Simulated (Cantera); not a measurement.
A closed system holds: 1 mol (CH3)2SiCl2, 1.8 mol HCl, 65 mol H2, at 2300 K and 0.110 bar.

Method: chemical equilibrium by Gibbs-energy minimisation in Cantera with the NASA 1993 tables (ideal gas, pure condensed phases). Candidate condensed phases: C, C6H6, C7H8, C8H18, Si, SiC; 109 gas species. The feed counts by its element totals alone. The tables' values for SiCl are old estimates; treat these amounts as uncertain. Gases not in the tables: Si2H6 and higher silanes. Kinetics and transport are ignored.

Base state: H2 0.914, HCl 0.0501, H 0.0279, C2H2 (acetylene) 0.00395, Si 0.00122, Cl 0.00110, SiCl2 0.000692, SiCl 0.000179 (mole fractions); condensed: C(graphite) + SiC(s).

### Question
What changes in the equilibrium state with this change: temperature from 2300 K to 2523.15 K?

### Answer
```
species             before     after
----------------  --------  --------
H2                   0.914     0.850
H                   0.0279    0.0773
HCl                 0.0501    0.0463
Si                 0.00122   0.00786
C2H2 (acetylene)   0.00395    0.0101
SiC2              0.000168   0.00218
C2H                5.45e-6   6.95e-5
Si2                3.37e-6   3.33e-5
Si2C               9.89e-5  0.000723
C4H2               6.99e-6   4.99e-5
C(graphite), mol     0.586    0.0755
SiC(s), mol          0.808         0
```

### Question
What changes in the equilibrium state with this change: temperature from 2300 K to 2575 K?

### Answer
```json
[
 {"species": "H2", "before": "0.914", "after": "0.832"},
 {"species": "H", "before": "0.0279", "after": "0.0953"},
 {"species": "HCl", "before": "0.0501", "after": "0.0455"},
 {"species": "Si", "before": "0.00122", "after": "0.00831"},
 {"species": "C2H2 (acetylene)", "before": "0.00395", "after": "0.0105"},
 {"species": "C3", "before": "1.52e-7", "after": "1.11e-5"},
 {"species": "C2H", "before": "5.45e-6", "after": "0.000100"},
 {"species": "SiC2", "before": "0.000168", "after": "0.00227"},
 {"species": "C(graphite), mol", "before": "0.586", "after": "0"},
 {"species": "SiC(s), mol", "before": "0.808", "after": "0"}
]
```
